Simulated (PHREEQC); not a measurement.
Make-up at 20 °C: 0.0022 mol Pb(NO3)2 and 0.025 mol NaCl per kg of water. Closed to the air; pH follows from the charge balance.

The numbers come from PHREEQC with the ion-association model, phreeqc.dat.

This is a speciation only: nothing precipitates in the calculation.

Problem. Estimate the pH.

Solution. pH 5.39.

Problem. In which forms is Pb present?

Solution. Pb+2 67 %, PbCl+ 30 %, PbNO3+ 2.2 %, PbCl2 0.9 % of the Pb.
